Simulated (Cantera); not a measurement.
Feed: 1 mol SiHCl3, 0.3 mol HCl, 710 mol H2, at 1875 K and 1.00 mbar.

These are equilibrium values from Cantera (NASA tables, ideal gas, pure condensed phases), not measurements of a reactor. Candidate condensed phases: Si; 19 gas species. The tables' values for SiCl are old estimates; treat these amounts as uncertain. The numbers say what is thermodynamically allowed, not how fast it happens.

Base state: H2 0.974, H 0.0205, HCl 0.00448, Si 0.00132, Cl 7.13e-5, SiH 3.82e-5, SiCl 1.07e-5 (mole fractions); condensed: gas only.

### Question
What changes in the equilibrium state with this change: pressure from 1.00 mbar to 3.40 mbar?

### Answer
```tsv
species	before	after
H2	0.974	0.983
H	0.0205	0.0111
HCl	0.00448	0.00449
Si	0.00132	0.00125
SiH2	7.05e-6	2.29e-5
SiCl2	8.40e-6	2.69e-5
Cl	7.13e-5	3.86e-5
```
Gases not in the tables: Si2H6 and higher silanes.

### Question
What changes in the equilibrium state with this change: H2 from 710 to 1.9 mol?

### Answer
| species | before | after |
|---|---|---|
| H2 | 0.974 | 0.438 |
| HCl | 0.00448 | 0.306 |
| SiCl2 | 8.40e-6 | 0.227 |
| H | 0.0205 | 0.0137 |
| SiCl3 | <1e-9 | 0.00122 |
| SiCl | 1.07e-5 | 0.00284 |
| Cl | 7.13e-5 | 0.00726 |
| Si | 0.00132 | 0.00343 |
| SiH | 3.82e-5 | 6.66e-5 |
The tables' values for SiCl, SiCl3 are old estimates; treat these amounts as uncertain.

### Question
What changes in the equilibrium state with this change: temperature from 1875 K to 1425 K?

### Answer
```tsv
species	before	after
H2	0.974	0.995
HCl	0.00448	0.00451
H	0.0205	0.000215
Si	0.00132	1.61e-6
SiCl2	8.40e-6	6.16e-5
SiH	3.82e-5	2.26e-7
Cl	7.13e-5	7.98e-7
Si(s), mol	0	0.954
```
